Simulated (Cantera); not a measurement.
Feed: 1 mol PbO, 2.7 mol O2, 0.1 mol H2, equilibrated at 0.133 bar.

These are equilibrium values from Cantera (NASA tables, ideal gas, pure condensed phases), not measurements of a reactor. Candidate condensed phases: H2O, Pb, PbO, PbO2, Pb3O4; 12 gas species. Gases not in the tables: (PbO)n polymers. Rates play no part. All values below are at 975 °C.

Base state: O2 0.962, H2O 0.0363, PbO 0.00132 (mole fractions); condensed: PbO(l).

### Question
What changes in the equilibrium state with this change: O2 from 2.7 to 0.013 mol?

### Answer
```tsv
species	before	after
H2O	0.0363	0.989
Pb	2.36e-6	0.00975
PbO	0.00132	0.00132
O2	0.962	5.63e-8
H2	3.37e-9	0.000379
PbO(l), mol	0.996	0.926
Pb(l), mol	0	0.0730
```
Each liquid is taken as pure. Mutual solubility and eutectic melting of coexisting phases are not modelled.

### Question
What changes in the equilibrium state with this change: O2 from 2.7 to 0.016 mol?

### Answer
```json
[
 {"species": "H2O", "before": "0.0363", "after": "0.989"},
 {"species": "Pb", "before": "2.36e-6", "after": "0.00975"},
 {"species": "PbO", "before": "0.00132", "after": "0.00132"},
 {"species": "O2", "before": "0.962", "after": "5.63e-8"},
 {"species": "H2", "before": "3.37e-9", "after": "0.000379"},
 {"species": "PbO(l), mol", "before": "0.996", "after": "0.932"},
 {"species": "Pb(l), mol", "before": "0", "after": "0.0670"}
]
```
Each liquid is taken as pure. Mutual solubility and eutectic melting of coexisting phases are not modelled.
